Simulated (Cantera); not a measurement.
A closed system holds: 1 mol HgO, 0.035 mol H2, 0.6 mol N2, 0.011 mol O2, held at 1.00 bar.

Equilibrium computed with Cantera from the NASA thermochemical tables; the gas is ideal and each condensed phase is pure. Candidate condensed phases: H2O, Hg, HgO; 25 gas species. Kinetics and transport are ignored. All values below are at 1248 K.

Base state: Hg 0.470, N2 0.282, O2 0.232, H2O 0.0164, NO 0.000175 (mole fractions); condensed: gas only.

What changes in the equilibrium state with this change: H2 from 0.035 to 1 mol?


```csv
species,before,after
Hg,0.470,0.383
H2O,0.0164,0.383
N2,0.282,0.230
O2,0.232,0.00420
NO,0.000175,2.13e-5
```

What changes in the equilibrium state with this change: H2 from 0.035 to 0.73 mol?


| species | before | after |
|---|---|---|
| Hg | 0.470 | 0.404 |
| H2O | 0.0164 | 0.295 |
| N2 | 0.282 | 0.242 |
| O2 | 0.232 | 0.0589 |
| NO | 0.000175 | 8.17e-5 |
